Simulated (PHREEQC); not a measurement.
PHREEQC input (ion-association model, wateq4f.dat):

```
SOLUTION_SPECIES
  SO4-2 + 10H+ + 8e- = H2S + 4H2O  # shut off: sulfate is not reduced
    -log_k -100
    -delta_h 0
    -analytic -100
SOLUTION 1
  temp 25
  units mol/kgw
  pH 7 charge
  S(6) 0.106
  Zn 0.086
  Cl 0.00012
  Na 0.00012
  Mn(2) 0.02
SOLUTION 2
  temp 25
  units mol/kgw
  pH 7 charge
  S(6) 0.006
  Cl 0.00538
  Na 0.0048
  Mg 0.00029
END
SELECTED_OUTPUT 1
  -reset false
  -pH true
  -pe true
  -ionic_strength true
  -water true
  -totals Cl Mg Mn Na S Zn Mn(2) Mn(3) Mn(6) Mn(7)
    S(-2) S(6)
  -molalities H+ Cl- Mg+2 Mn+2 Na+ SO4-2 Zn+2 MgOH+ NaSO4- MgSO4
    HSO4- H2S HS- S-2 O2 OH- Mn+3 MnCl+ MnCl2 MnCl3-
    MnOH+ Mn(OH)3- MnSO4 MnO4- MnO4-2 ZnCl+ ZnCl2 ZnCl3- ZnCl4-2 ZnOH+
    Zn(OH)2 Zn(OH)3- Zn(OH)4-2 ZnOHCl Zn(HS)2 Zn(HS)3- ZnSO4 Zn(SO4)2-2
  -equilibrium_phases Brucite Pyrochroite Zn(OH)2-e Zn4(OH)6SO4 Zn5(OH)8Cl2 Halite Mirabilite Epsomite Goslarite
PRINT
  -reset false
MIX 1
  1 1
  2 0
EQUILIBRIUM_PHASES 1
  Brucite 0 0
  Pyrochroite 0 0
  Zn(OH)2-e 0 0
  Zn4(OH)6SO4 0 0
  Zn5(OH)8Cl2 0 0
  Halite 0 0
  Mirabilite 0 0
  Epsomite 0 0
  Goslarite 0 0
END
# ... the last block is repeated for the other 10 points of share of solution B
```

Selected output (columns that matter, 11 of 11 rows; share of solution B added in front):

```
share of solution B	pH	mu	Cl	Mg	Mn	Na	S	Zn	m_H+	m_Cl-	m_Mg+2	m_Mn+2	m_Na+	m_SO4-2
0	5.5827	0.21001	0.00012	0	0.02	0.00012	0.106	0.086	3.2853e-06	0.00011427	0	0.012145	0.0001133	0.041182
0.1	3.3613	0.19237	0.000646	2.9e-05	0.018	0.000588	0.096	0.0774	0.00054461	0.00061709	1.5427e-05	0.01098	0.00055651	0.038209
0.2	3.0458	0.17463	0.001172	5.8e-05	0.016	0.001056	0.086	0.0688	0.0011208	0.0011231	3.1168e-05	0.0098159	0.001002	0.03514
0.3	2.8535	0.15678	0.001698	8.7e-05	0.014	0.001524	0.076	0.0602	0.0017359	0.0016327	4.7317e-05	0.0086523	0.0014502	0.031956
0.4	2.7101	0.13876	0.002224	0.000116	0.012	0.001992	0.066	0.0516	0.0024005	0.0021462	6.4017e-05	0.0074876	0.0019016	0.028639
0.5	2.5918	0.12053	0.00275	0.000145	0.01	0.00246	0.056	0.043	0.0031302	0.002664	8.1495e-05	0.0063191	0.0023567	0.025163
0.6	2.4873	0.10199	0.003276	0.000174	0.008	0.002928	0.046	0.0344	0.0039489	0.003187	0.00010012	0.0051424	0.0028164	0.021496
0.7	2.3895	0.083008	0.003802	0.000203	0.006	0.003396	0.036	0.0258	0.0048966	0.0037162	0.00012057	0.0039499	0.0032822	0.017596
0.8	2.2921	0.063336	0.004328	0.000232	0.004	0.003864	0.026	0.0172	0.0060462	0.0042536	0.00014416	0.0027269	0.003756	0.013405
0.9	2.1873	0.042472	0.004854	0.000261	0.002	0.004332	0.016	0.0086	0.0075514	0.0048036	0.00017406	0.0014413	0.0042417	0.0088401
1	2.0564	0.018999	0.00538	0.00029	0	0.0048	0.006	0	0.0098532	0.00538	0.00022169	0	0.0047479	0.0037328
```
